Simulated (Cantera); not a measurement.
A perfectly stirred reactor is fed with CH₄ : H₂ = 0.042 : 1 (molar parts), at 0.0263 atm; it is held at 2825 K, and followed from long to short residence time.

Cantera simulation using GRI-Mech 3.0 (53 species, 325 reactions); the numbers are that mechanism's predictions, not measurements. GRI-Mech 3.0 stops at C3 and has no aromatics, soot or wall deposition, so with more carbon than oxygen in the feed, carbon stays in small species such as C2H2 where larger ones or solid carbon would form. Radical loss at walls, strong at low pressure, is not modelled.

x: mole fraction; the columns are a selection and need not sum to one.

```
τ (s)       x CH₄   x H₂     x CH₃     x C₂H     x H    x C₂H₄
-------  --------  -----  --------  --------  ------  --------
5.5       7.22e-7  0.572   8.54e-6   0.00131   0.412   5.66e-8
1.4       8.98e-7  0.582   1.01e-5   0.00127   0.402   6.16e-8
0.36            …  0.617         …         …       …         …
0.093           …      …         …         …       …         …
0.024    0.000133  0.846  0.000349  0.000364   0.135   1.27e-6
0.0061   0.000979  0.905   0.00134  0.000187  0.0750   7.34e-6
0.0016    0.00378  0.925   0.00351  0.000110  0.0518   3.47e-5
0.00040    0.0114  0.934   0.00748   4.88e-5  0.0369  0.000130
```

Question: Fill in the missing entries.

Answer: 
- 0.36, x CH₄: 1.78e-6
- 0.36, x CH₃: 1.69e-5
- 0.36, x C₂H: 0.00113
- 0.36, x H: 0.367
- 0.36, x C₂H₄: 8.34e-8
- 0.093, x CH₄: 9.60e-6
- 0.093, x H₂: 0.714
- 0.093, x CH₃: 5.81e-5
- 0.093, x C₂H: 0.000781
- 0.093, x H: 0.269
- 0.093, x C₂H₄: 2.12e-7
